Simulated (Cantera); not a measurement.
Feed: 1 mol SrCl₂, 0.7 mol H₂, 0.45 mol N₂, at 1198 K.

These are equilibrium values from Cantera (NASA tables, ideal gas, pure condensed phases), not measurements of a reactor. Candidate condensed phases: NH₄Cl, Sr, SrCl₂; 15 gas species. Equilibrium is a limit: real reactors are often held back by kinetics, nucleation or transport.

Which condensed phases are stable at each of these points (P (Pa)): 0.100, 1.60, 25, 400, 6300, 100000?


```json
[
 {"P (Pa)": "0.100", "condensed phases": "gas only", "Sr condensed (%)": "0.0"},
 {"P (Pa)": "1.60", "condensed phases": "SrCl₂(l)", "Sr condensed (%)": "90.9"},
 {"P (Pa)": "25", "condensed phases": "SrCl₂(l)", "Sr condensed (%)": "99.5"},
 {"P (Pa)": "400", "condensed phases": "SrCl₂(l)", "Sr condensed (%)": "100.0"},
 {"P (Pa)": "6300", "condensed phases": "SrCl₂(l)", "Sr condensed (%)": "100.0"},
 {"P (Pa)": "100000", "condensed phases": "SrCl₂(l)", "Sr condensed (%)": "100.0"}
]
```

At 0.000750 Torr nothing is condensed. From 0.0120 Torr to 750 Torr the condensed part is SrCl₂(l).
